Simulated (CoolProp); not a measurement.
Model: reference Helmholtz-energy equation of state, Lemmon 2003, in CoolProp. It is a pseudo-pure fit of the blend.

For R404A, give the phase and the density (kg/m³), Joule-Thomson coefficient (K/MPa), isothermal compressibility (1/MPa), expansivity (1/kK) at 389.4 K and 1.7 MPa; 389.4 K and 5.09 MPa; 389.4 K and 17 MPa.


- 389.4 K and 1.7 MPa: gas; density 57.8, Joule-Thomson coefficient 7.98, isothermal compressibility 0.668, expansivity 3.89
- 389.4 K and 5.09 MPa: supercritical; density 248, Joule-Thomson coefficient 8.49, isothermal compressibility 0.336, expansivity 11.6
- 389.4 K and 17 MPa: supercritical; density 844, Joule-Thomson coefficient 0.581, isothermal compressibility 0.0182, expansivity 4.51
